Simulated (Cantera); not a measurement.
What does this Cantera script print?

```python
import numpy as np
import cantera as ct

gas_names = """
    H HO2 H2 H2O H2O2 H2S H2SO4 O OH O2 O3 S SH SO SO2 SO3 S2 S2O S8
""".split()
cond_names = """
    H2O(s) H2O(L) H2SO4(L) S(cr1) S(cr2) S(L)
""".split()


# ... load() reads the species with a 1 bar reference pressure and builds the phases ...
atoms = {
    'H2S': {'H': 2, 'S': 1},
    'H2': {'H': 2},
    'O2': {'O': 2},
}
top_T = {}  # K; cautious upper limits of use, not melting points


# ... equilibrate(T, P, feed) seeds the gas with the atoms and calls Mixture.equilibrate('TP', solver="vcs", rtol=1e-11, max_steps=5000) ...
results = []
feed = {'H2S': 1, 'H2': 0.33, 'O2': 0.14}  # mol
P = 85000  # Pa
for T in [898, 1098, 1298, 1498, 1698, 1898, 2098, 2298, 2498, 2698]:
    mix = equilibrate(T, P, feed)
    results.append((T, P, feed, dict(zip(mix.species_names, mix.species_moles))))

top = {s: max(r[3][s] / sum(r[3][g] for g in gas_names) for r in results) for s in gas_names}
cols = sorted((s for s in top if top[s] > 1e-05), key=lambda s: -top[s])[:8]
seen = [c for c in cond_names if any(r[3].get(c, 0) > 1e-12 for r in results)]
print("log10 of partial pressures in bar; condensed amounts in mol")
print(f"{'T/K':>10s}" + "".join(f"{s[:9]:>10s}" for s in cols + seen))
for T, P, feed, n in results:
    ng = sum(n[g] for g in gas_names)
    print(f"{T:10.4g}" + "".join(f"{np.log10(max(n[s] / ng * P / 1e5, 1e-99)):10.3f}" for s in cols)
          + "".join(f"{n.get(c, 0):10.4g}" for c in seen))
```

It prints:

```
log10 of partial pressures in bar; condensed amounts in mol
       T/K       H2S        H2        S2       H2O        SH         H         S        SO
       898    -0.197    -1.456    -2.813    -0.748    -5.664   -10.689   -10.847    -8.518
      1098    -0.238    -1.123    -1.657    -0.759    -4.129    -8.168    -7.981    -6.287
      1298    -0.338    -0.795    -1.188    -0.783    -3.185    -6.368    -6.160    -5.014
      1498    -0.494    -0.588    -0.943    -0.813    -2.559    -5.059    -4.872    -4.106
      1698    -0.686    -0.470    -0.816    -0.842    -2.133    -4.075    -3.916    -3.404
      1898    -0.888    -0.408    -0.756    -0.868    -1.832    -3.311    -3.181    -2.842
      2098    -1.083    -0.375    -0.736    -0.897    -1.612    -2.700    -2.600    -2.390
      2298    -1.267    -0.359    -0.744    -0.937    -1.448    -2.198    -2.131    -2.034
      2498    -1.443    -0.356    -0.776    -0.995    -1.328    -1.781    -1.750    -1.762
      2698    -1.622    -0.365    -0.836    -1.075    -1.249    -1.431    -1.441    -1.564
```

Cantera equilibrium calculation (NASA polynomials, part measured and part estimated; ideal gas, pure solids and liquids). Gases not in the tables: S3 to S7.
